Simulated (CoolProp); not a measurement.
C3F8 (R218) along the isobar 3.44 MPa: fugacity coefficient from the reference equation and from simpler models built on Tc = 345.0 K, pc = 2.640 MPa, ω = 0.317; each cubic takes its own stable root.

Computed with CoolProp (reference Helmholtz-energy equation of state, Lemmon 2006). It is a short technical equation, of lower accuracy than the large ones.

```csv
T (K),phase,reference,van der Waals,Soave-Redlich-Kwong,Peng-Robinson
287.2,liquid,0.1840,0.3379,0.1892,0.1815
302.5,liquid,0.2622,0.4006,0.2698,0.2585
317.8,liquid,0.3543,0.4650,0.3639,0.3487
333.1,liquid,0.4563,0.5296,0.4667,0.4474
348.3,supercritical,0.5607,0.5917,0.5686,0.5455
363.6,supercritical,0.6478,0.6487,0.6511,0.6249
378.9,supercritical,0.7036,0.6929,0.7062,0.6787
394.2,supercritical,0.7465,0.7262,0.7495,0.7214
409.4,supercritical,0.7813,0.7535,0.7853,0.7570
424.7,supercritical,0.8107,0.7770,0.8160,0.7878
440,supercritical,0.8358,0.7975,0.8424,0.8144
```
